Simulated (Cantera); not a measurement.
Input: 1 mol CH₄, 0.098 mol O₂, held at 1330 Pa.

Method: chemical equilibrium by Gibbs-energy minimisation in Cantera with the NASA 1993 tables (ideal gas, pure condensed phases). Candidate condensed phases: C, C₆H₆, C₇H₈, C₈H₁₈, H₂O; 110 gas species. Rates play no part.

Over these rows the condensed part is C(graphite). Partial pressures as log10 of bar:

```
T (K)  1000/T (1/K)  log p C₂H₂ (acetylene)  log p H₂  log p CO
-----  ------------  ----------------------  --------  --------
1673         0.5977                   -6.16     -1.92     -2.92
1773         0.5640                   -5.77     -1.92     -2.92
1873         0.5339                   -5.42     -1.92     -2.93
1973         0.5068                   -5.11     -1.92     -2.93
2073         0.4824                   -4.84     -1.93     -2.93
2173         0.4602                       ?     -1.93     -2.93
```

Question: Fit log p(C₂H₂ (acetylene)) = a + b·(1000/T) to the five rows, give the apparent enthalpy, and predict the row at 2173 K.

Answer: Means: 1000/T = 0.5370, log p = -5.460. Sxy = -0.095406, Sxx = 0.0083163, so b = -11.47 and a = -5.460 − (-11.47)×0.5370 = 0.70.
Apparent enthalpy: −19.145 × (-11.47) = 220 kJ/mol. With the condensed phases at unit activity, 2 C(graphite) + H₂(g) = C₂H₂ (acetylene)(g) links this pressure to the main gases: over the six rows their terms move log p by -0.01 in all, so the slope is close to that reaction's ΔH°. The five rows lie within 0.01 of the line.
Prediction at 2173 K: 0.70 + (-11.47)×0.4602 = -4.58. The computed value is -4.59, 0.01 from the line.
